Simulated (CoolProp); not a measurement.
Vapour-liquid equilibrium of R22 (1) + C3F8 (R218) (2) at 26.15 °C; x and y are mole fractions of (1).

Values from CoolProp's multi-fluid Helmholtz-energy mixture model, Kamei 1995 and Lemmon 2006; pair parameters Bell 2016.

```
x     bubble pressure (kPa)  y at the bubble point  dew pressure at overall composition x (kPa)  liquid density (mol/L)
----  ---------------------  ---------------------  -------------------------------------------  ----------------------
0.05                  960.5                  0.096                                        928.3                   7.147
0.2                    1121                  0.305                                            …                   7.638
0.35                   1224                  0.444                                         1155                   8.251
0.5                    1278                      …                                         1257                   9.039
0.65                   1290                  0.639                                         1289                   10.06
0.8                    1258                  0.741                                         1223                   11.38
0.95                   1147                      …                                         1114                   13.07
```

Task: What belongs in the gaps?

Result: 
- 0.2, dew pressure at overall composition x (kPa): 1038
- 0.5, y at the bubble point: 0.548
- 0.95, y at the bubble point: 0.907

y crosses x between x = 0.5 and 0.65: the model has an azeotrope there.

The pair parameters rest on a limited set of measurements; away from them the model extrapolates.
